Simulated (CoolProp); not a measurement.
n-perfluorohexane at several states: fugacity coefficient from the reference equation and from simpler models built on Tc = 448.0 K, pc = 1.742 MPa, ω = 0.497; each cubic takes its own stable root.

Values from CoolProp's reference Helmholtz-energy equation of state, Gao 2022.

```json
[
 {"T (K)": "395.7", "p (MPa)": "0.0563", "phase": "gas", "reference": "0.9825", "Redlich-Kwong": "0.9844", "Soave-Redlich-Kwong": "0.9828", "Peng-Robinson": "0.9814"},
 {"T (K)": "192.8", "p (MPa)": "1.75", "phase": "liquid", "reference": "[?]", "Redlich-Kwong": "0.0002713", "Soave-Redlich-Kwong": "7.431e-6", "Peng-Robinson": "9.215e-6"},
 {"T (K)": "395.2", "p (MPa)": "0.981", "phase": "liquid", "reference": "0.5120", "Redlich-Kwong": "0.6610", "Soave-Redlich-Kwong": "0.5270", "Peng-Robinson": "[?]"},
 {"T (K)": "239.6", "p (MPa)": "0.0526", "phase": "liquid", "reference": "0.01880", "Redlich-Kwong": "0.1804", "Soave-Redlich-Kwong": "0.01926", "Peng-Robinson": "0.02125"},
 {"T (K)": "218.1", "p (MPa)": "0.11", "phase": "liquid", "reference": "0.001427", "Redlich-Kwong": "0.02473", "Soave-Redlich-Kwong": "[?]", "Peng-Robinson": "0.001764"}
]
```

Question: What belongs in the gaps?

Answer: 
- 192.8, reference: 6.198e-6
- 395.2, Peng-Robinson: 0.5129
- 218.1, Soave-Redlich-Kwong: 0.001519
